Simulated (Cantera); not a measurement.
Thermodynamics of chemical vapour transport, feed MgO + Br₂

Charge: 1 mol MgO, 0.28 mol Br₂, held at 100 Torr.

These are equilibrium values from Cantera (NASA tables, ideal gas, pure condensed phases), not measurements of a reactor. Candidate condensed phases: Br₂, Mg, MgBr₂, MgO; 10 gas species. Equilibrium is a limit: real reactors are often held back by kinetics, nucleation or transport.

```tsv
T (K)	log p Br₂	log p Br	log p MgBr₂	log p O₂	n MgO(s)
998	-0.88	-2.69	-5.34	-5.64	1.000
1073	-0.89	-2.34	-4.70	-5.00	1.000
1148	-0.91	-2.03	-4.16	-4.46	1.000
1223	-0.93	-1.77	-3.69	-3.99	1.000
1298	-0.98	-1.55	-3.30	-3.60	0.999
1373	-1.05	-1.37	-2.96	-3.26	0.997
1448	-1.15	-1.22	-2.69	-2.99	0.994
1523	-1.29	-1.12	-2.48	-2.78	0.990
1598	-1.46	-1.04	-2.31	-2.61	0.984
1673	-1.66	-0.99	-2.20	-2.50	0.978
1748	-1.87	-0.97	-2.11	-2.41	0.971
```
log p: log10 of the partial pressure in bar; n: condensed amount in mol.

From 998 K to 1748 K the condensed part is MgO(s). The main Mg-bearing gas is MgBr₂ throughout.
